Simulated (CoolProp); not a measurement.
Vapour-liquid equilibrium of ethylbenzene (1) + o-xylene (2) at 0.00264 MPa; x and y are mole fractions of (1).

Values from CoolProp's multi-fluid Helmholtz-energy mixture model, Zhou 2012 and Zhou 2012; pair parameters Bell 2016.

| x | bubble temperature (K) | y at the bubble point | dew temperature at overall composition x (K) | liquid density (mol/L) |
|---|---|---|---|---|
| 0.05 | 317.6 | 0.069 | 317.7 | 8.088 |
| 0.15 | 316.8 | 0.200 | 317.1 | 8.078 |
| 0.25 | … | 0.323 | 316.5 | 8.069 |
| 0.35 | 315.2 | 0.435 | 315.8 | 8.061 |
| 0.45 | 314.5 | 0.539 | 315.1 | 8.052 |
| 0.55 | 313.9 | 0.634 | 314.5 | 8.044 |
| 0.65 | 313.2 | … | 313.7 | 8.037 |
| 0.75 | 312.7 | 0.804 | … | 8.029 |
| 0.85 | … | 0.883 | 312.4 | 8.023 |
| 0.95 | 311.7 | 0.961 | 311.8 | 8.017 |

### Question
What belongs in the gaps?

### Answer

- 0.25, bubble temperature (K): 316.0
- 0.65, y at the bubble point: 0.721
- 0.75, dew temperature at overall composition x (K): 313.0
- 0.85, bubble temperature (K): 312.2

No azeotrope shows between x = 0.05 and 0.95.

Pair parameters are fitted to limited data, so mixtures are less certain than the pure fluids.
